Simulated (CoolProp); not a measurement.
Oxygen at 766.25 K and 0.106 MPa flows at 0.39 m/s in a round tube of 20 mm bore and 1.5 µm roughness, fully developed (64/Re and Nu = 3.66 if laminar; Colebrook and Gnielinski if turbulent). Each further row changes one setting.

Computed with CoolProp (reference Helmholtz-energy equation of state, Schmidt 1985).

| case | Reynolds number | Darcy friction factor | pressure drop (Pa/m) | heat-transfer coefficient (W/(m² K)) | mass flow (kg/h) |
|---|---|---|---|---|---|
| as stated | 101 | 0.634 | 1.28 | 10.6 | 0.235 |
| velocity 0.78 m/s | 202 | 0.317 | 2.57 | 10.6 | 0.470 |
| diameter 40 mm | 202 | 0.317 | 0.321 | 5.31 | 0.939 |

Above 300 K oxygen's equation is extrapolated.

Viscosity comes from a separate model (Lemmon 2004). Thermal conductivity comes from a separate model (Lemmon 2004).
